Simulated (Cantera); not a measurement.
A perfectly stirred reactor is fed with CH₄ : CO : O₂ : N₂ = 1 : 0.22 : 4.31 : 16.2 (molar parts), equivalence ratio 0.49, at 1.00 atm; it is adiabatic with a 573 K inlet, and is followed from long to short residence time, starting on the burning branch (τ in s: 0.045, 0.02, 0.0089, 0.004, 0.0018, 0.00079, 0.00035, 0.00016, 6.9e-05, 3.1e-05).

Cantera simulation using GRI-Mech 3.0 (53 species, 325 reactions); the numbers are that mechanism's predictions, not measurements.

Problem. Predict: blow-out, bracketed by the residence times tried; x(CH₄) at τ = 45.0 ms; x(CO) at τ = 45.0 ms; x(O₂) at τ = 45.0 ms; x(OH) at τ = 45.0 ms; x(H₂) at τ = 45.0 ms; x(CH₄) at τ = 0.790 ms; x(CO) at τ = 0.790 ms; x(O₂) at τ = 0.790 ms; x(OH) at τ = 0.790 ms; x(H₂) at τ = 0.790 ms.

Solution. 
| Property | Result |
|---|---|
| blow-out, bracketed by the residence times tried | burning at 0.350 ms, out at 0.160 ms |
| x(CH₄) at τ = 45.0 ms | 1.98e-5 |
| x(CO) at τ = 45.0 ms | 0.000534 |
| x(O₂) at τ = 45.0 ms | 0.102 |
| x(OH) at τ = 45.0 ms | 0.00108 |
| x(H₂) at τ = 45.0 ms | 0.000100 |
| x(CH₄) at τ = 0.790 ms | 0.000320 |
| x(CO) at τ = 0.790 ms | 0.00824 |
| x(O₂) at τ = 0.790 ms | 0.105 |
| x(OH) at τ = 0.790 ms | 0.00273 |
| x(H₂) at τ = 0.790 ms | 0.00116 |
